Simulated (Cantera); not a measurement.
A closed system holds: 1 mol Ta2O5, 2.1 mol CH4, 0.14 mol CO, equilibrated at 1475 K and 2.70 mbar.

Cantera equilibrium calculation (NASA polynomials, part measured and part estimated; ideal gas, pure solids and liquids). Candidate condensed phases: C, C6H6, C7H8, C8H18, H2O, Ta, TaC, Ta2O5; 113 gas species. Mutual solubility and eutectic melting of coexisting phases are not modelled. TaC: taken at fixed stoichiometry. Condensed phases not in the tables: Ta2C. Kinetics and transport are ignored.

Base state: H2 0.719, CO 0.281, H2O 0.000477, H 0.000212, CO2 7.50e-5 (mole fractions); condensed: TaC(s) + Ta2O5(s).

Question: What changes in the equilibrium state with this change: Ta2O5 replaced by Cu2O?

Answer: 
```json
[
 {"species": "H2", "before": "0.719", "after": "0.785"},
 {"species": "CO", "before": "0.281", "after": "0.213"},
 {"species": "Cu", "before": "0", "after": "0.00198"},
 {"species": "CO2", "before": "7.50e-5", "after": "1.02e-7"},
 {"species": "H2O", "before": "0.000477", "after": "9.31e-7"},
 {"species": "H", "before": "0.000212", "after": "0.000221"},
 {"species": "TaC(s), mol", "before": "0.601", "after": "0"},
 {"species": "Ta2O5(s), mol", "before": "0.700", "after": "0"},
 {"species": "C(graphite), mol", "before": "0", "after": "1.10"},
 {"species": "Cu(l), mol", "before": "0", "after": "1.99"}
]
```
Further candidate phases: Cu, CuO, Cu(OH)2, Cu2O.
